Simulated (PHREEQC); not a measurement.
## Ultrapure water in contact with air or piping (model solution)

A made-up water analysis in mg/L, 20 °C, pH 6.4, pe -0.9:

| constituent | mg/L |
|---|---|
| Na | 0.00308 |
| K | 0.00737 |
| Ca | 0.0125 |
| Mg | 0.00313 |
| Cl | 0.0114 |
| S(6) as SO4 | 0.0121 |
| Alkalinity as HCO3 | 0.0373 |
| N(-3) as NH4 | 1.27e-05 |
| Ba | 0.00388 |
| Sr | 0.000629 |
| F | 0.000638 |
| Si as SiO2 | 1.57e-05 |
| B | 0.000279 |

Valence states are taken as typed.

All values are PHREEQC results (ion-association model, wateq4f.dat), not measurements.

This is a speciation only: nothing precipitates in the calculation.

Question: Predict the ionic strength.

Answer: ionic strength 2.25e-6 mol/kgw.

Question: In which forms is C present?

Answer: HCO3- 51 %, CO2 49 % of the C.

SiF6-2 is the database's only silicon fluoride. Real BF4- forms and hydrolyses slowly; the run takes it at equilibrium.
